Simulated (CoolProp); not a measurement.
The fluid at 298.15 K and 0.177 MPa flows at 0.74 m/s in a round tube of 10 mm bore and 0.25 µm roughness, fully developed (64/Re and Nu = 3.66 if laminar; Colebrook and Gnielinski if turbulent). The same conditions are run with several fluids, on thermodynamics alone (safety and materials aside).

Model: reference Helmholtz-energy equation of state of each fluid (isobutane: Bücker 2006; R124: de Vries 1995; methane: Setzmann 1991), in CoolProp.

Question: Rank isobutane, R124, methane by Reynolds number, highest first.

Answer: R124 (5860), isobutane (4300), methane (759)

```tsv
fluid	Darcy friction factor	pressure drop (Pa/m)	heat-transfer coefficient (W/(m² K))	mass flow (kg/h)
isobutane	0.0391	4.66	24.3	0.911
R124	0.0358	10.0	25.0	2.14
methane	0.0844	2.65	12.5	0.240
```

Transport values come from each fluid's own correlations; those of R124 are estimates that may be off by 10 % or more.
